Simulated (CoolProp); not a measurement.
50 sccm (0 °C, 1 atm) of nitrogen bubbles through liquid n-hexane at 306.8 K and leaves saturated at a total pressure of 0.15 MPa (ideal gas phase). Each further row changes one setting.

Model: reference Helmholtz-energy equation of state, Thol 2019, in CoolProp.

```
case                      vapour pressure (kPa)  mole fraction of vapour  delivery (mg/min)  delivery (sccm)  change of delivery for a bath 1 K warmer (%)
------------------------  ---------------------  -----------------------  -----------------  ---------------  --------------------------------------------
as stated                                  29.0                    0.193               46.0             12.0                                           5.2
bath temperature 311.8 K                   35.4                    0.236               59.3             15.4                                           5.3
total pressure 0.3 MPa                     29.0                   0.0966               20.6             5.35                                           4.6
```
